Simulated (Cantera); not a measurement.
A closed system holds: 1 mol SiHCl3, 0.051 mol HCl, a varied amount of H2, at 652 °C and 26.3 Torr.

Equilibrium computed with Cantera from the NASA thermochemical tables; the gas is ideal and each condensed phase is pure. Candidate condensed phases: Si; 19 gas species. The numbers say what is thermodynamically allowed, not how fast it happens.

Q: What share of the Si ends up in condensed phases as a function of n(H2) (mol), at 6, 19, 32, 45, 58, 71, 84?

A: 
```json
[
 {"n(H2) (mol)": "6", "Si condensed (%)": "21.7", "as": "Si(s)"},
 {"n(H2) (mol)": "19", "Si condensed (%)": "23.2", "as": "Si(s)"},
 {"n(H2) (mol)": "32", "Si condensed (%)": "24.9", "as": "Si(s)"},
 {"n(H2) (mol)": "45", "Si condensed (%)": "26.5", "as": "Si(s)"},
 {"n(H2) (mol)": "58", "Si condensed (%)": "28.0", "as": "Si(s)"},
 {"n(H2) (mol)": "71", "Si condensed (%)": "29.5", "as": "Si(s)"},
 {"n(H2) (mol)": "84", "Si condensed (%)": "30.9", "as": "Si(s)"}
]
```
